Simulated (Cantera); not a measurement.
Input: 1 mol Si2H6, 14 mol O2, 0.39 mol H2, 0.51 mol N2O, held at 4300 Pa.

Cantera equilibrium calculation (NASA polynomials, part measured and part estimated; ideal gas, pure solids and liquids). Candidate condensed phases: H2O, Si, SiO2, Si2N2O, Si3N4; 35 gas species. The feed counts by its element totals alone. The tables hold silica as quartz up to 1696 K and as liquid above; real silica turns to tridymite and cristobalite and melts near 1996 K. Gases not in the tables: Si(OH)4. Rates play no part.

Question: Which condensed phases are stable at each of these points (T (K)): 525, 600, 675, 750, 825, 900, 975, 1050, 1125, 1200, 1275, 1350, 1425, 1500?

Answer: 
```json
[
 {"T (K)": "525", "condensed phases": "SiO2(α-quartz)", "Si condensed (%)": "100.0"},
 {"T (K)": "600", "condensed phases": "SiO2(α-quartz)", "Si condensed (%)": "100.0"},
 {"T (K)": "675", "condensed phases": "SiO2(α-quartz)", "Si condensed (%)": "100.0"},
 {"T (K)": "750", "condensed phases": "SiO2(α-quartz)", "Si condensed (%)": "100.0"},
 {"T (K)": "825", "condensed phases": "SiO2(α-quartz)", "Si condensed (%)": "100.0"},
 {"T (K)": "900", "condensed phases": "SiO2(β-quartz)", "Si condensed (%)": "100.0"},
 {"T (K)": "975", "condensed phases": "SiO2(β-quartz)", "Si condensed (%)": "100.0"},
 {"T (K)": "1050", "condensed phases": "SiO2(β-quartz)", "Si condensed (%)": "100.0"},
 {"T (K)": "1125", "condensed phases": "SiO2(β-quartz)", "Si condensed (%)": "100.0"},
 {"T (K)": "1200", "condensed phases": "SiO2(β-quartz)", "Si condensed (%)": "100.0"},
 {"T (K)": "1275", "condensed phases": "SiO2(β-quartz)", "Si condensed (%)": "100.0"},
 {"T (K)": "1350", "condensed phases": "SiO2(β-quartz)", "Si condensed (%)": "100.0"},
 {"T (K)": "1425", "condensed phases": "SiO2(β-quartz)", "Si condensed (%)": "100.0"},
 {"T (K)": "1500", "condensed phases": "SiO2(β-quartz)", "Si condensed (%)": "100.0"}
]
```

From 525 K to 825 K the condensed part is SiO2(α-quartz). From 900 K to 1500 K the condensed part is SiO2(β-quartz).
